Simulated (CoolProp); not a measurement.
Properties of R1132(E) along the isotherm 126.85 °C (Tc = 75.7 °C, pc = 5.174 MPa, ω = 0.245).

Values from CoolProp's reference Helmholtz-energy equation of state, Akasaka 2024.

```json
[
 {"p (MPa)": "0.0206", "phase": "gas", "cv (kJ/(kg K))": "0.9795", "isothermal compressibility (1/MPa)": "48.59"},
 {"p (MPa)": "0.0332", "phase": "gas", "cv (kJ/(kg K))": "0.9797", "isothermal compressibility (1/MPa)": "30.16"},
 {"p (MPa)": "0.0537", "phase": "gas", "cv (kJ/(kg K))": "0.9799", "isothermal compressibility (1/MPa)": "18.66"},
 {"p (MPa)": "0.0867", "phase": "gas", "cv (kJ/(kg K))": "0.9803", "isothermal compressibility (1/MPa)": "11.58"},
 {"p (MPa)": "0.14", "phase": "gas", "cv (kJ/(kg K))": "0.9810", "isothermal compressibility (1/MPa)": "7.185"},
 {"p (MPa)": "0.226", "phase": "gas", "cv (kJ/(kg K))": "0.9820", "isothermal compressibility (1/MPa)": "4.467"},
 {"p (MPa)": "0.366", "phase": "gas", "cv (kJ/(kg K))": "0.9838", "isothermal compressibility (1/MPa)": "2.775"},
 {"p (MPa)": "0.591", "phase": "gas", "cv (kJ/(kg K))": "0.9866", "isothermal compressibility (1/MPa)": "1.736"},
 {"p (MPa)": "0.954", "phase": "gas", "cv (kJ/(kg K))": "0.9912", "isothermal compressibility (1/MPa)": "1.093"},
 {"p (MPa)": "1.54", "phase": "gas", "cv (kJ/(kg K))": "0.9991", "isothermal compressibility (1/MPa)": "0.6970"},
 {"p (MPa)": "2.49", "phase": "gas", "cv (kJ/(kg K))": "1.013", "isothermal compressibility (1/MPa)": "0.4538"},
 {"p (MPa)": "4.02", "phase": "gas", "cv (kJ/(kg K))": "1.038", "isothermal compressibility (1/MPa)": "0.3102"},
 {"p (MPa)": "6.5", "phase": "supercritical", "cv (kJ/(kg K))": "1.087", "isothermal compressibility (1/MPa)": "0.2360"}
]
```
